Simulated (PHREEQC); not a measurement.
NH3 is added in steps, without added water, to 1 kg of water holding 0.21 mol H3PO4, 0.086 mol Na2HPO4 and 0.015 mol KCl, at 25 °C. Oxygen alone is held at its pressure in air (log pO2 = -0.68). No CO2 enters from the air. Nothing may precipitate in this run.

Base run: PHREEQC, ion-association model, wateq4f.dat. Each further column changes one thing. The table gives H3PO4 (mol/kgw).

```json
[
 {"NH3 added (mol)": "0", "base": "0.116", "Davies equation for every ion": "0.116", "database phreeqc.dat": "0.116", "metal-ligand complexes left out": "0.116", "all activity coefficients set to 1": "0.119"},
 {"NH3 added (mol)": "0.09167", "base": "0.0309", "Davies equation for every ion": "0.0308", "database phreeqc.dat": "0.0309", "metal-ligand complexes left out": "0.0309", "all activity coefficients set to 1": "0.0315"},
 {"NH3 added (mol)": "0.1833", "base": "1.83e-5", "Davies equation for every ion": "1.62e-5", "database phreeqc.dat": "1.83e-5", "metal-ligand complexes left out": "1.69e-5", "all activity coefficients set to 1": "1.06e-5"},
 {"NH3 added (mol)": "0.3208", "base": "1.01e-6", "Davies equation for every ion": "?", "database phreeqc.dat": "1.00e-6", "metal-ligand complexes left out": "9.51e-7", "all activity coefficients set to 1": "5.50e-7"},
 {"NH3 added (mol)": "0.4125", "base": "2.40e-8", "Davies equation for every ion": "?", "database phreeqc.dat": "1.65e-8", "metal-ligand complexes left out": "2.36e-8", "all activity coefficients set to 1": "2.86e-8"},
 {"NH3 added (mol)": "0.5042", "base": "4.31e-10", "Davies equation for every ion": "7.62e-10", "database phreeqc.dat": "?", "metal-ligand complexes left out": "4.52e-10", "all activity coefficients set to 1": "1.74e-9"},
 {"NH3 added (mol)": "0.5958", "base": "1.04e-10", "Davies equation for every ion": "1.91e-10", "database phreeqc.dat": "3.49e-11", "metal-ligand complexes left out": "1.10e-10", "all activity coefficients set to 1": "4.66e-10"},
 {"NH3 added (mol)": "0.6875", "base": "4.56e-11", "Davies equation for every ion": "8.41e-11", "database phreeqc.dat": "1.51e-11", "metal-ligand complexes left out": "4.81e-11", "all activity coefficients set to 1": "?"},
 {"NH3 added (mol)": "0.7792", "base": "2.54e-11", "Davies equation for every ion": "4.70e-11", "database phreeqc.dat": "8.36e-12", "metal-ligand complexes left out": "?", "all activity coefficients set to 1": "1.17e-10"},
 {"NH3 added (mol)": "0.9167", "base": "1.33e-11", "Davies equation for every ion": "2.48e-11", "database phreeqc.dat": "?", "metal-ligand complexes left out": "?", "all activity coefficients set to 1": "6.18e-11"},
 {"NH3 added (mol)": "1.008", "base": "9.52e-12", "Davies equation for every ion": "1.77e-11", "database phreeqc.dat": "3.08e-12", "metal-ligand complexes left out": "1.00e-11", "all activity coefficients set to 1": "4.42e-11"},
 {"NH3 added (mol)": "1.1", "base": "7.14e-12", "Davies equation for every ion": "1.33e-11", "database phreeqc.dat": "2.29e-12", "metal-ligand complexes left out": "7.52e-12", "all activity coefficients set to 1": "3.32e-11"}
]
```

Complete the blanks.


- 0.3208, Davies equation for every ion: 8.08e-7
- 0.4125, Davies equation for every ion: 2.47e-8
- 0.5042, database phreeqc.dat: 1.49e-10
- 0.6875, all activity coefficients set to 1: 2.08e-10
- 0.7792, metal-ligand complexes left out: 2.68e-11
- 0.9167, database phreeqc.dat: 4.34e-12
- 0.9167, metal-ligand complexes left out: 1.41e-11

The ionic strength passes 0.7 mol/kgw, the rough limit of the ion-association models, in part of: base; Davies equation for every ion; database phreeqc.dat; metal-ligand complexes left out; all activity coefficients set to 1. H3PO4, which wateq4f.dat lacks, is added to it with the constant of phreeqc.dat. phreeqc.dat and wateq4f.dat share most of their constants, so their agreement is no independent check.
